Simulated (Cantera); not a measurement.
Feed: 1 mol Pb, a varied amount of CO, 0.066 mol O₂, at 1748.15 K and 2.50 mbar.

Cantera equilibrium calculation (NASA polynomials, part measured and part estimated; ideal gas, pure solids and liquids). Candidate condensed phases: C, Pb, PbO, PbO₂, Pb₃O₄; 15 gas species. The numbers say what is thermodynamically allowed, not how fast it happens.

log p: log10 of the partial pressure in bar; nothing condenses.

```
n(CO) (mol)  log p CO  log p Pb  log p CO₂  log p PbO
-----------  --------  --------  ---------  ---------
2.2             -2.79     -3.11      -3.99      -6.55
2.7             -2.76     -3.17      -4.05      -6.71
3.3             -2.73     -3.24      -4.12      -6.87
4               -2.71     -3.30      -4.18      -7.02
4.9             -2.69     -3.37      -4.25      -7.18
6               -2.68     -3.45      -4.33      -7.34
7.3             -2.67       [?]        [?]        [?]
8.9             -2.65     -3.60      -4.48      -7.67
11              -2.65     -3.68      -4.56      -7.85
13              -2.64       [?]        [?]        [?]
16              -2.63     -3.83      -4.71      -8.16
20              -2.63     -3.92      -4.80      -8.35
24              -2.62     -4.00      -4.88      -8.51
```

Task: What belongs in the gaps?

Result: 
- 7.3, log p Pb: -3.52
- 7.3, log p CO₂: -4.40
- 7.3, log p PbO: -7.50
- 13, log p Pb: -3.75
- 13, log p CO₂: -4.63
- 13, log p PbO: -7.99
